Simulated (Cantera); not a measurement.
## Ti + C3H8 + H2 + H2O (titanium nitride, carbide and oxide coatings)

Feed: 1 mol Ti, 0.14 mol C3H8, 70 mol H2, 9 mol H2O, equilibrated at 100 Torr.

These are equilibrium values from Cantera (NASA tables, ideal gas, pure condensed phases), not measurements of a reactor. Candidate condensed phases: C, C6H6, C7H8, C8H18, H2O, Ti, TiC, TiO, TiO2, Ti2O3, Ti3O5, Ti4O7; 113 gas species. Condensed phases not in the tables: Magnéli phases beyond Ti4O7. Gases not in the tables: TiO(OH)2. The numbers say what is thermodynamically allowed, not how fast it happens.

From 1450 K to 1750 K the condensed part is TiO2(rutile). From 1800 K to 1850 K the condensed part is Ti4O7(s).

| T (K) | x H2 | x H2O | x CO | x H | x CO2 | x OH | x TiO2 | n TiO2(rutile) | n Ti4O7(s) |
|---|---|---|---|---|---|---|---|---|---|
| 1450 | 0.913 | 0.0821 | 0.00506 | 2.47e-5 | 0.000191 | 5.34e-8 | 1.36e-12 | 1.00 | 0 |
| 1500 | 0.913 | 0.0821 | 0.00507 | 4.61e-5 | 0.000176 | 1.18e-7 | 7.51e-12 | 1.00 | 0 |
| 1550 | 0.913 | 0.0821 | 0.00509 | 8.24e-5 | 0.000164 | 2.49e-7 | 3.70e-11 | 1.00 | 0 |
| 1600 | 0.912 | 0.0821 | 0.00510 | 0.000142 | 0.000153 | 5.01e-7 | 1.65e-10 | 1.00 | 0 |
| 1650 | 0.912 | 0.0821 | 0.00511 | 0.000238 | 0.000143 | 9.66e-7 | 6.69e-10 | 1.00 | 0 |
| 1700 | 0.912 | 0.0821 | 0.00512 | 0.000385 | 0.000135 | 1.79e-6 | 2.49e-9 | 1.00 | 0 |
| 1750 | 0.912 | 0.0821 | 0.00512 | 0.000608 | 0.000127 | 3.21e-6 | 8.60e-9 | 1.000 | 0 |
| 1800 | 0.909 | 0.0852 | 0.00512 | 0.000935 | 0.000126 | 5.79e-6 | 2.70e-8 | 0 | 0.250 |
| 1850 | 0.908 | 0.0852 | 0.00513 | 0.00141 | 0.000120 | 9.75e-6 | 7.63e-8 | 0 | 0.250 |
x: gas mole fraction; n: condensed amount in mol.
